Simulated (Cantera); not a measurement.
A closed system holds: 1 mol B₂H₆, 0.073 mol H₂O, at 975 K and 6.20 mbar.

Equilibrium computed with Cantera from the NASA thermochemical tables; the gas is ideal and each condensed phase is pure. Candidate condensed phases: B, B₂O₃, B₃O₃H₃, H₂O; 23 gas species. The feed counts by its element totals alone. The numbers say what is thermodynamically allowed, not how fast it happens.

Base state: H₂ 1.000, B₃O₃H₃ 0.000465 (mole fractions); condensed: B(s) + B₂O₃(l).

Task: What changes in the equilibrium state with this change: temperature from 975 K to 1498.15 K?

Result: 
```json
[
 {"species": "H₂", "before": "1.000", "after": "0.979"},
 {"species": "HBO", "before": "6.07e-6", "after": "0.0176"},
 {"species": "B₂O₂", "before": "2.55e-9", "after": "0.00236"},
 {"species": "B₂O₃", "before": "<1e-9", "after": "0.000213"},
 {"species": "BO", "before": "<1e-9", "after": "0.000101"},
 {"species": "H", "before": "1.45e-8", "after": "0.000216"},
 {"species": "HBO₂", "before": "2.19e-8", "after": "0.000175"},
 {"species": "B₃O₃H₃", "before": "0.000465", "after": "3.33e-5"},
 {"species": "B(s), mol", "before": "1.95", "after": "1.93"},
 {"species": "B₂O₃(l), mol", "before": "0.0229", "after": "0"}
]
```
